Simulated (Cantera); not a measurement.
Feed: 1 mol (CH3)2SiCl2, 0.77 mol HCl, 160 mol H2, 0.95 mol CH4, at 1.00 bar.

Method: chemical equilibrium by Gibbs-energy minimisation in Cantera with the NASA 1993 tables (ideal gas, pure condensed phases). Candidate condensed phases: C, C6H6, C7H8, C8H18, Si, SiC; 109 gas species. The feed counts by its element totals alone. The numbers say what is thermodynamically allowed, not how fast it happens.

### Question
At 1975 K, list the 4 most abundant gas species with their mole fractions, and the condensed phases.

### Answer
H2 0.981, HCl 0.0165, H 0.00136, C2H2 (acetylene) 0.000637. Condensed: C(graphite) + SiC(s).
